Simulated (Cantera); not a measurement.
Feed: 1 mol S, 0.74 mol SO₂, 0.19 mol O₂, held at 900 K and 1.90e7 Pa.

Method: chemical equilibrium by Gibbs-energy minimisation in Cantera with the NASA 1993 tables (ideal gas, pure condensed phases). Candidate condensed phases: S; 10 gas species. The ideal-gas law is rough above about 30 bar. Gases not in the tables: S₃ to S₇. Kinetics and transport are ignored.

Base state: SO₂ 0.983, S₂ 0.00703, S₂O 0.00548, S₈ 0.00482 (mole fractions); condensed: S(l).

Question: What changes in the equilibrium state with this change: temperature from 900 K to 3225 K?

Answer: 
| species | before | after |
|---|---|---|
| SO₂ | 0.983 | 0.540 |
| SO | 1.00e-6 | 0.205 |
| S₂ | 0.00703 | 0.204 |
| S | <1e-9 | 0.0153 |
| S₂O | 0.00548 | 0.0335 |
| S₈ | 0.00482 | <1e-9 |
| O₂ | <1e-9 | 0.000768 |
| S(l), mol | 0.753 | 0 |

Question: What changes in the equilibrium state with this change: temperature from 900 K to 3348 K?

Answer: 
```csv
species,before,after
SO₂,0.983,0.519
SO,1.00e-6,0.234
S₂,0.00703,0.193
S,<1e-9,0.0201
S₂O,0.00548,0.0312
S₈,0.00482,<1e-9
O₂,<1e-9,0.00124
O,<1e-9,0.000845
"S(l), mol",0.753,0
```
